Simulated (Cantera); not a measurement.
An isothermal, constant-pressure homogeneous reactor starts with 58.5 % NH3, 41.5 % N2, at 1575 K and 750 Torr.

Computed with Cantera and the gas-phase N/H chemistry of the illustrative SiF4/NH3 mechanism in the Surface Chemkin manual (1991). Walls and surfaces, which speed up NH3 decomposition in real reactors, are not modelled.

**Question.** Predict: x(NH3) at 3.00 s; x(N2) at 3.00 s; x(H) at 3.00 s; x(NH2) at 3.00 s; x(H2) at 3.00 s.

**Answer.** 
```
Quantity                                           Result
----------------  ---------------------------------------
x(NH3) at 3.00 s    0.428 (gas-phase equilibrium 1.36e-5)
x(N2) at 3.00 s       0.424 (gas-phase equilibrium 0.446)
x(H) at 3.00 s    7.28e-6 (gas-phase equilibrium 3.11e-5)
x(NH2) at 3.00 s  4.91e-5 (gas-phase equilibrium 1.78e-9)
x(H2) at 3.00 s       0.148 (gas-phase equilibrium 0.553)
```
